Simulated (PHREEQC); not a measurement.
Dissolve 0.067 mol/kgw LiOH and 0.1 mol/kgw (CH3)4NCl at 80 °C. Closed to the air; pH follows from the charge balance.

Model: ion-association model, phreeqc.dat, run in PHREEQC.

| quantity | before | after |
|---|---|---|
| pH | 11.26 | 11.30 |
| ionic strength (mol/kgw) | 0.167 | 0.0670 |

Task: Name the change that produced these shifts.
(A) 0.0034 mol/kgw Na2CO3 added
(B) (CH3)4NCl left out
(C) (CH3)4NCl replaced by MnCl2 at the same molality
(D) 0.013 mol/kgw H2SO4 added

Result: B, (CH3)4NCl left out

This is a speciation only: nothing precipitates in the calculation. (CH3)4N+ isn't in the database: it is added as a free cation with an ion size of 4 Å. Away from 25 °C the constants follow the database's enthalpies or fits; those with neither stay at their 25 °C values.
